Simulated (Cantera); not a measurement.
Charge: 1 mol Cu₂O, 49 mol H₂, 0.13 mol H₂O, held at 1200 K and 2.10 bar.

Equilibrium computed with Cantera from the NASA thermochemical tables; the gas is ideal and each condensed phase is pure. Candidate condensed phases: Cu, CuO, Cu(OH)₂, Cu₂O, H₂O; 12 gas species. Rates play no part.

Base state: H₂ 0.977, H₂O 0.0230 (mole fractions); condensed: Cu(s).

Task: What changes in the equilibrium state with this change: temperature from 1200 K to 1973.15 K?

Result: 
```
species      before     after
----------  -------  --------
H₂            0.977     0.975
H₂O          0.0230    0.0230
Cu          5.85e-9   0.00159
H           1.35e-7  0.000920
Cu(s), mol     2.00         0
Cu(l), mol        0      1.92
```
